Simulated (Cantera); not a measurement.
Feed: 1 mol SiH4, 3.2 mol HCl, 440 mol H2, held at 13.3 mbar.

Cantera equilibrium calculation (NASA polynomials, part measured and part estimated; ideal gas, pure solids and liquids). Candidate condensed phases: Si; 19 gas species. The tables' values for SiCl are old estimates; treat these amounts as uncertain. Gases not in the tables: Si2H6 and higher silanes. The numbers say what is thermodynamically allowed, not how fast it happens.

**Question.** At 1748 K, list the 4 most abundant gas species with their mole fractions, and the condensed phases.

**Answer.** H2 0.991, HCl 0.00684, H 0.00197, SiCl2 0.000158. Condensed: Si(l).
